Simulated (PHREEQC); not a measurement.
# City or well water (model solution)

Synthetic water in mg/L, 20 °C, pH 7.44, pe 10: Na 6; K 0.321; Ca 5.71; Mg 6.34; Cl 17.8; S(6) as SO4 2.12; Alkalinity as HCO3 32.5; Li 0.00102; B 0.0156; N(5) as NO3 0.0284; Zn 0.28.

Valence states are taken as typed.

Computed with PHREEQC (ion-association model, wateq4f.dat).

No solid was allowed to form.

What charge-balance error does the model give?

charge-balance error 0.2 %.

In which forms is B present?

H3BO3 99 %, H2BO3- 1.5 % of the B.
